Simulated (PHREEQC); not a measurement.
Solution (50 °C): 1.5 mmol/kgw HBr, 140 mmol/kgw AlCl3 and 0.34 mmol/kgw CuCl2. Closed to the air; pH follows from the charge balance.

Equilibrium calculation in PHREEQC: ion-association model, phreeqc.dat.

Each row changes one thing in this solution. This is a speciation only: nothing precipitates in the calculation.

```csv
case,pH,ionic strength (mol/kgw),AlOH+2 (mol/kgw),Al(OH)2+ (mol/kgw),Al(OH)3 (mol/kgw),SI of Gibbsite (Al(OH)3)
as made,2.70,0.840,0.00118,8.37e-6,1.55e-9,-0.76
CuCl2 from 0.00034 to 0.000374 mol/kgw,2.70,0.840,0.00118,8.37e-6,1.55e-9,-0.76
CuCl2 replaced by (CH3)4NCl at the same molality,2.70,0.840,0.00118,8.37e-6,1.55e-9,-0.76
CuCl2 replaced by NaCl at the same molality,2.70,0.840,0.00118,8.37e-6,1.55e-9,-0.76
HBr left out,2.88,0.837,0.00176,1.88e-5,5.24e-9,-0.24
diluted 2-fold with water,2.88,0.419,0.000934,1.22e-5,4.05e-9,-0.39
diluted 5-fold with water,3.10,0.167,0.000664,1.79e-5,1.12e-8,+0.03
diluted 100-fold with water,3.65,0.00800,0.000169,2.93e-5,8.31e-8,+0.88
temperature from 50 to 55 °C,2.66,0.839,0.00143,1.25e-5,2.72e-9,-0.65
```

The ionic strength passes 0.7 mol/kgw, the rough limit of the ion-association models, in as made; CuCl2 from 0.00034 to 0.000374 mol/kgw; CuCl2 replaced by (CH3)4NCl at the same molality; CuCl2 replaced by NaCl at the same molality; HBr left out; temperature from 50 to 55 °C. Some of these states are supersaturated (in Gibbsite (slow to form), for instance). Away from 25 °C the constants follow the database's enthalpies or fits; those with neither stay at their 25 °C values.
